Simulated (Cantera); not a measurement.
Feed: 1 mol SiC, 0.095 mol O2, 78 mol N2, 0.93 mol H2O, at 3.50 Pa.

Cantera equilibrium calculation (NASA polynomials, part measured and part estimated; ideal gas, pure solids and liquids). Candidate condensed phases: C, C6H6, C7H8, C8H18, H2O, Si, SiC, SiO2, Si2N2O, Si3N4; 151 gas species. N2 is the only nitrogen source here; it is nearly inert below about 1500 K, so the nitride shown seldom forms there in practice. Mutual solubility and eutectic melting of coexisting phases are not modelled. The tables' values for SiN are old estimates; treat these amounts as uncertain. Rates play no part.

log p: log10 of the partial pressure in bar; n: condensed amount in mol.

| T (K) | log p N2 | log p H | log p CO | log p H2 | log p Si | n C(graphite) | n Si2N2O(s) | n SiC(s) |
|---|---|---|---|---|---|---|---|---|
| 1050 | -4.46 | -11.28 | -6.56 | -6.39 | <-16 | 0.380 | 0.500 | 0 |
| 1125 | -4.46 | -10.55 | -6.56 | -6.39 | <-16 | 0.380 | 0.500 | 0 |
| 1200 | -4.46 | … | -6.56 | -6.39 | … | 0.379 | 0.500 | 0 |
| 1275 | -4.47 | -9.33 | -6.48 | -6.39 | -12.88 | 0 | 0.371 | 0.254 |
| 1350 | -4.47 | … | -6.49 | -6.39 | … | 0 | … | 0.271 |
| 1425 | -4.47 | -8.36 | -6.61 | -6.39 | -9.64 | 0 | 0 | 0.440 |
| 1500 | -4.47 | -7.95 | -6.61 | -6.40 | -8.76 | 0 | 0 | 0.438 |
| 1575 | -4.47 | -7.58 | -6.60 | -6.41 | -7.98 | 0 | 0 | 0.427 |
| 1650 | -4.47 | -7.25 | -6.57 | -6.42 | -7.29 | 0 | 0 | 0.380 |
| 1725 | -4.47 | -6.96 | -6.48 | -6.46 | -6.76 | 0 | 0 | 0.230 |
| 1800 | -4.47 | -6.71 | -6.37 | -6.52 | -6.44 | 0 | 0 | 0 |
| 1875 | -4.47 | -6.49 | -6.37 | -6.62 | -6.43 | 0 | 0 | 0 |
| 1950 | -4.47 | -6.33 | -6.37 | -6.78 | -6.42 | 0 | 0 | 0 |

Question: What belongs in the gaps?

Answer: 
- 1350, log p H: -8.82
- 1350, log p Si: -11.18
- 1350, n Si2N2O(s): 0.338
- 1200, log p H: -9.90
- 1200, log p Si: -14.83
